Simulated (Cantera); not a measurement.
A closed system holds: 1 mol AlCl3, 120 mol NH3, 460 mol H2, at 0.680 bar.

Equilibrium computed with Cantera from the NASA thermochemical tables; the gas is ideal and each condensed phase is pure. Candidate condensed phases: Al, AlCl3, AlN, NH4Cl; 20 gas species. Equilibrium is a limit: real reactors are often held back by kinetics, nucleation or transport.

Q: Which condensed phases are stable at each of these points (T (K)): 923, 1073, 1223, 1373, 1523, 1673, 1823, 1973, 2123?

A: 
| T (K) | condensed phases | Al condensed (%) |
|---|---|---|
| 923 | AlN(s) | 99.8 |
| 1073 | AlN(s) | 99.7 |
| 1223 | AlN(s) | 99.7 |
| 1373 | AlN(s) | 99.5 |
| 1523 | AlN(s) | 97.7 |
| 1673 | AlN(s) | 80.9 |
| 1823 | AlN(s) | 1.4 |
| 1973 | gas only | 0.0 |
| 2123 | gas only | 0.0 |

From 923 K to 1823 K the condensed part is AlN(s). From 1973 K to 2123 K nothing is condensed.
